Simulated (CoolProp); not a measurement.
Decamethylcyclopentasiloxane (D5) along the isotherm 346.85 °C: density (kg/m³) from the reference equation and from simpler models built on Tc = 345.1 °C, pc = 1.078 MPa, ω = 0.631; each cubic takes its own stable root.

Values from CoolProp's reference Helmholtz-energy equation of state, Thol 2019.

```json
[
 {"p (MPa)": "0.115", "phase": "gas", "reference": "8.604", "ideal gas": "8.271", "van der Waals": "8.548", "Redlich-Kwong": "8.589", "Soave-Redlich-Kwong": "8.587", "Peng-Robinson": "8.624"},
 {"p (MPa)": "0.231", "phase": "gas", "reference": "18.06", "ideal gas": "16.61", "van der Waals": "17.81", "Redlich-Kwong": "17.98", "Soave-Redlich-Kwong": "17.98", "Peng-Robinson": "18.14"},
 {"p (MPa)": "0.346", "phase": "gas", "reference": "28.39", "ideal gas": "24.89", "van der Waals": "27.76", "Redlich-Kwong": "28.19", "Soave-Redlich-Kwong": "28.18", "Peng-Robinson": "28.56"},
 {"p (MPa)": "0.462", "phase": "gas", "reference": "40.08", "ideal gas": "33.23", "van der Waals": "38.79", "Redlich-Kwong": "39.64", "Soave-Redlich-Kwong": "39.61", "Peng-Robinson": "40.35"},
 {"p (MPa)": "0.577", "phase": "gas", "reference": "53.35", "ideal gas": "41.50", "van der Waals": "51.04", "Redlich-Kwong": "52.50", "Soave-Redlich-Kwong": "52.44", "Peng-Robinson": "53.72"},
 {"p (MPa)": "0.693", "phase": "gas", "reference": "69.19", "ideal gas": "49.84", "van der Waals": "65.23", "Redlich-Kwong": "67.62", "Soave-Redlich-Kwong": "67.51", "Peng-Robinson": "69.59"},
 {"p (MPa)": "0.808", "phase": "gas", "reference": "88.74", "ideal gas": "58.12", "van der Waals": "82.13", "Redlich-Kwong": "85.91", "Soave-Redlich-Kwong": "85.68", "Peng-Robinson": "88.96"},
 {"p (MPa)": "0.924", "phase": "gas", "reference": "115.7", "ideal gas": "66.46", "van der Waals": "104.4", "Redlich-Kwong": "110.4", "Soave-Redlich-Kwong": "109.9", "Peng-Robinson": "115.1"},
 {"p (MPa)": "1.04", "phase": "gas", "reference": "163.1", "ideal gas": "74.80", "van der Waals": "141.5", "Redlich-Kwong": "152.0", "Soave-Redlich-Kwong": "150.1", "Peng-Robinson": "159.2"},
 {"p (MPa)": "1.15", "phase": "supercritical", "reference": "405.3", "ideal gas": "82.71", "van der Waals": "270.5", "Redlich-Kwong": "311.6", "Soave-Redlich-Kwong": "304.2", "Peng-Robinson": "333.1"},
 {"p (MPa)": "1.27", "phase": "supercritical", "reference": "448.6", "ideal gas": "91.34", "van der Waals": "297.5", "Redlich-Kwong": "350.3", "Soave-Redlich-Kwong": "346.5", "Peng-Robinson": "381.9"},
 {"p (MPa)": "1.39", "phase": "supercritical", "reference": "470.0", "ideal gas": "99.98", "van der Waals": "313.0", "Redlich-Kwong": "372.5", "Soave-Redlich-Kwong": "369.6", "Peng-Robinson": "408.5"},
 {"p (MPa)": "1.5", "phase": "supercritical", "reference": "483.8", "ideal gas": "107.9", "van der Waals": "323.5", "Redlich-Kwong": "387.7", "Soave-Redlich-Kwong": "385.2", "Peng-Robinson": "426.3"},
 {"p (MPa)": "1.62", "phase": "supercritical", "reference": "495.7", "ideal gas": "116.5", "van der Waals": "332.8", "Redlich-Kwong": "401.1", "Soave-Redlich-Kwong": "398.9", "Peng-Robinson": "442.1"}
]
```
